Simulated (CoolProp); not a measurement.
Vapour-liquid equilibrium of R22 (1) + R134a (2) at 261.5 K; x and y are mole fractions of (1).

Computed with CoolProp (multi-fluid Helmholtz-energy mixture model, Kamei 1995 and Tillner-Roth 1994; pair parameters Bell 2016).

```csv
x,bubble pressure (MPa),y at the bubble point,dew pressure at overall composition x (MPa),liquid density (mol/L)
0.05,0.1975,0.093,0.1930,13.15
0.15,0.2156,0.249,0.2039,13.33
0.25,0.2325,0.378,0.2157,13.52
0.35,0.2482,0.488,0.2286,13.72
0.45,0.2631,0.584,0.2426,13.93
0.55,0.2772,0.671,0.2577,14.15
0.65,0.2907,0.751,0.2737,14.37
0.75,0.3037,0.826,0.2905,14.61
0.85,0.3163,0.897,0.3080,14.87
0.95,0.3285,0.966,0.3257,15.13
```

No azeotrope shows between x = 0.05 and 0.95.

The pair parameters rest on a limited set of measurements; away from them the model extrapolates.
